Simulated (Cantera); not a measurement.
Cantera run, input and output.

```python
import numpy as np
import cantera as ct

gas = ct.Solution("h2o2.yaml")
gas.TPX = 650, 31000, {'H2': 1, 'O2': 0.312, 'N2': 1.17}
flame = ct.FreeFlame(gas, width=0.091)
flame.set_refine_criteria(ratio=3, slope=0.08, curve=0.16)
flame.transport_model = "mixture-averaged"
flame.solve(loglevel=0, auto=True)
z, T = flame.grid, flame.T
thick = (T[-1] - T[0]) / np.gradient(T, z).max()
show = ['H2', 'O2', 'HO2', 'H', 'OH', 'H2O2']
print(f"laminar burning velocity  {flame.velocity[0] * 100:.3f} cm/s")
print(f"burnt temperature         {T[-1]:.1f} K")
print(f"thermal thickness         {thick * 1e3:.4f} mm")
print(f"grid points               {len(z)}")
z0 = z[flame.heat_release_rate.argmax()]
print(f"{'z/mm':>9s}{'T/K':>9s}{'u/(m/s)':>9s}" + "".join(f"{s:>11s}" for s in show))
rows = []
for k in (-3, -2, -1.5, -1, -0.5, -0.25, 0, 0.25, 0.5, 1, 2, 4, 8):
    zz = z0 + k * thick
    rows.append([k * thick, np.interp(zz, z, T), np.interp(zz, z, flame.velocity),
                 *(np.interp(zz, z, flame.X[gas.species_index(s)]) for s in show)])
    print(f"{rows[-1][0] * 1e3:9.3f}{rows[-1][1]:9.1f}{rows[-1][2]:9.3f}" + "".join(f"{x:11.3e}" for x in rows[-1][3:]))
```

Result:

```
laminar burning velocity  900.302 cm/s
burnt temperature         2420.9 K
thermal thickness         2.1235 mm
grid points               142
     z/mm      T/K  u/(m/s)         H2         O2        HO2          H         OH       H2O2
   -6.370    650.0    9.003  4.029e-01  1.257e-01  2.334e-12  2.141e-14  3.560e-17  4.032e-14
   -4.247    650.0    9.003  4.029e-01  1.257e-01  8.537e-11  1.349e-11  2.013e-14  4.245e-14
   -3.185    650.0    9.003  4.029e-01  1.257e-01  4.683e-09  1.536e-09  2.068e-12  1.655e-13
   -2.123    650.0    9.003  4.029e-01  1.257e-01  7.391e-07  4.375e-07  8.762e-10  1.172e-10
   -1.062    659.1    9.118  4.013e-01  1.255e-01  8.014e-05  4.641e-04  3.230e-05  5.468e-07
   -0.531    783.6   10.720  3.778e-01  1.217e-01  5.809e-05  1.064e-02  3.632e-04  1.068e-06
    0.000   1170.9   15.583  2.406e-01  7.458e-02  2.460e-05  7.704e-02  3.035e-03  9.149e-07
    0.531   1450.1   19.065  1.309e-01  1.429e-02  4.639e-06  1.208e-01  6.610e-03  7.751e-07
    1.062   1562.3   20.390  1.228e-01  6.512e-03  1.945e-06  1.162e-01  8.047e-03  5.962e-07
    2.123   1689.7   21.854  1.297e-01  5.047e-03  1.338e-06  1.009e-01  9.526e-03  3.899e-07
    4.247   1832.5   23.447  1.379e-01  3.936e-03  9.405e-07  8.324e-02  1.066e-02  2.170e-07
    8.494   1980.1   25.043  1.455e-01  2.771e-03  6.282e-07  6.535e-02  1.102e-02  1.139e-07
   16.988   2120.1   26.511  1.521e-01  1.731e-03  4.060e-07  4.867e-02  1.032e-02  6.120e-08
```

Detailed kinetics in Cantera: the H2/O2 subset of GRI-Mech 3.0, which has no nitrogen chemistry. Burning velocities carry a grid error of a few per cent, more on coarse grids.
